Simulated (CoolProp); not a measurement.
A closed Brayton cycle with carbon dioxide: compressor inlet 322.15 K and 8.5 MPa, high pressure 26.5 MPa, turbine inlet 800 K, compressor efficiency 0.8, turbine efficiency 0.85, recuperator effectiveness 0.9 (on enthalpy, no pinch check). Each further row changes one setting.

Computed with CoolProp (reference Helmholtz-energy equation of state, Span 1996).

```
case                           thermal efficiency (%)  net work (kJ/kg)  compressor to turbine work  compressor exit (K)  turbine exit (K)
-----------------------------  ----------------------  ----------------  --------------------------  -------------------  ----------------
as stated                                        29.6              74.2                        0.45                414.6             673.9
turbine inlet 750 K                              27.3              64.3                         ___                414.6             628.3
compressor inlet 332.15 K                         ___               ___                        0.51                434.3             673.9
high pressure 22.5 MPa                           29.2              67.2                         ___                400.8             691.6
recuperator effectiveness 0.5                     ___              74.2                        0.45                414.6             673.9
```

Question: What belongs in the gaps?

Answer: 
- turbine inlet 750 K, compressor to turbine work: 0.48
- compressor inlet 332.15 K, thermal efficiency (%): 27.6
- compressor inlet 332.15 K, net work (kJ/kg): 65.3
- high pressure 22.5 MPa, compressor to turbine work: 0.42
- recuperator effectiveness 0.5, thermal efficiency (%): 20.1
